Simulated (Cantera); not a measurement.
Input (Python, Cantera):

```python
import numpy as np
import cantera as ct

gas = ct.Solution("gri30.yaml")


def delay(T, t_max=10):
    gas.TPX = T, 500000, {'CH4': 1, 'O2': 1.67, 'N2': 12}
    reactor = ct.IdealGasConstPressureReactor(gas, clone=False)
    net = ct.ReactorNet([reactor])
    net.rtol, net.atol = 1e-8, 1e-16
    while net.time < t_max:
        t_old, T_old = net.time, reactor.T
        net.step()
        if reactor.T > T + 400:  # ignition: a rise of 400 K
            return t_old + (T + 400 - T_old) / (reactor.T - T_old) * (net.time - t_old)
    return np.nan


taus = []
for T in [1273, 1373, 1473, 1573, 1673, 1773, 1873]:
    taus.append(delay(T))
    print(f"T0 = {T:6g} K   tau = {taus[-1]:.4e} s")
```

Result:

```
T0 =   1273 K   tau = 8.4200e-03 s
T0 =   1373 K   tau = 2.6635e-03 s
T0 =   1473 K   tau = 9.0047e-04 s
T0 =   1573 K   tau = 3.2576e-04 s
T0 =   1673 K   tau = 1.2907e-04 s
T0 =   1773 K   tau = 5.7255e-05 s
T0 =   1873 K   tau = 2.8523e-05 s
```

Model: GRI-Mech 3.0 (53 species, 325 reactions), integrated in Cantera.
